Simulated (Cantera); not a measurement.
Cantera run, input and output.

```python
import numpy as np
import cantera as ct

gas = ct.Solution("gri30.yaml")


def delay(T, t_max=10):
    gas.TPX = T, 290000, {'CH4': 1, 'O2': 1.33, 'N2': 5.01, 'H2': 0.53}
    reactor = ct.IdealGasReactor(gas, clone=False)
    net = ct.ReactorNet([reactor])
    net.rtol, net.atol = 1e-8, 1e-16
    while net.time < t_max:
        t_old, T_old = net.time, reactor.T
        net.step()
        if reactor.T > T + 400:  # ignition: a rise of 400 K
            return t_old + (T + 400 - T_old) / (reactor.T - T_old) * (net.time - t_old)
    return np.nan


taus = []
for T in [1200, 1275, 1350, 1425, 1500, 1575, 1650, 1725, 1800]:
    taus.append(delay(T))
    print(f"T0 = {T:6g} K   tau = {taus[-1]:.4e} s")
```

Result:

```
T0 =   1200 K   tau = 1.0875e-03 s
T0 =   1275 K   tau = 6.0006e-04 s
T0 =   1350 K   tau = 3.3878e-04 s
T0 =   1425 K   tau = 1.9578e-04 s
T0 =   1500 K   tau = 1.1647e-04 s
T0 =   1575 K   tau = 7.1705e-05 s
T0 =   1650 K   tau = 4.5763e-05 s
T0 =   1725 K   tau = 3.0221e-05 s
T0 =   1800 K   tau = 2.0576e-05 s
```

Detailed kinetics in Cantera: GRI-Mech 3.0 (53 species, 325 reactions).
